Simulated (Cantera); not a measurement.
Charge: 1 mol PbO, 0.86 mol C, 0.23 mol H2, at 280 Pa.

Cantera equilibrium calculation (NASA polynomials, part measured and part estimated; ideal gas, pure solids and liquids). Candidate condensed phases: C, C6H6, C7H8, C8H18, H2O, Pb, PbO, PbO2, Pb3O4; 113 gas species. Equilibrium is a limit: real reactors are often held back by kinetics, nucleation or transport.

Q: At 1350 K, list the 4 most abundant gas species with their mole fractions, and the condensed phases.

A: Pb 0.478, CO 0.366, H2 0.0885, CO2 0.0454. Condensed: gas only.
